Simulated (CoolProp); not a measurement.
A closed Brayton cycle with carbon dioxide: compressor inlet 308.15 K and 9.1 MPa, high pressure 19.9 MPa, turbine inlet 855 K, compressor efficiency 0.89, turbine efficiency 0.9, recuperator effectiveness 0 (on enthalpy, no pinch check). Each further row changes one setting.

Values from CoolProp's reference Helmholtz-energy equation of state, Span 1996.

```json
[
 {"case": "as stated", "thermal efficiency (%)": "12.1", "net work (kJ/kg)": "91.7", "compressor to turbine work": "0.16", "compressor exit (K)": "329.1", "turbine exit (K)": "758.5"},
 {"case": "turbine inlet 805 K", "thermal efficiency (%)": "12.1", "net work (kJ/kg)": "84.6", "compressor to turbine work": "0.17", "compressor exit (K)": "329.1", "turbine exit (K)": "712.0"},
 {"case": "compressor inlet 318.15 K", "thermal efficiency (%)": "12.2", "net work (kJ/kg)": "80.9", "compressor to turbine work": "0.26", "compressor exit (K)": "367.9", "turbine exit (K)": "758.5"},
 {"case": "high pressure 16.9 MPa", "thermal efficiency (%)": "9.7", "net work (kJ/kg)": "74.6", "compressor to turbine work": "0.14", "compressor exit (K)": "324.2", "turbine exit (K)": "778.2"},
 {"case": "recuperator effectiveness 0.5", "thermal efficiency (%)": "18.6", "net work (kJ/kg)": "91.7", "compressor to turbine work": "0.16", "compressor exit (K)": "329.1", "turbine exit (K)": "758.5"}
]
```
